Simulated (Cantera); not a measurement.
Input: 1 mol TEOS, 0.42 mol N2O, 1.4 mol H2, held at 1477 °C and 1.33 mbar.

These are equilibrium values from Cantera (NASA tables, ideal gas, pure condensed phases), not measurements of a reactor. The feed counts by its element totals alone. The numbers say what is thermodynamically allowed, not how fast it happens.

```
species             before    after
----------------  --------  -------
H2                   0.697    0.622
CO                   0.270    0.295
N2                  0.0255   0.0762
SiO                0.00129  0.00141
HCN               0.000637  0.00104
HNC                2.15e-5  3.52e-5
C2H2 (acetylene)   8.01e-5  7.14e-5
H                  0.00532  0.00502
Si                 2.14e-5  2.14e-5
C(graphite), mol      2.61     1.63
SiC(s), mol          0.979    0.974
```
Gas species are given as mole fractions.

**Question.** Which change was made?
A. N2O from 0.42 to 46 mol
B. temperature from 1477 °C to 975 °C
C. N2O from 0.42 to 1.4 mol
D. pressure from 1.33 mbar to 39.0 Pa

**Answer.** C, N2O from 0.42 to 1.4 mol
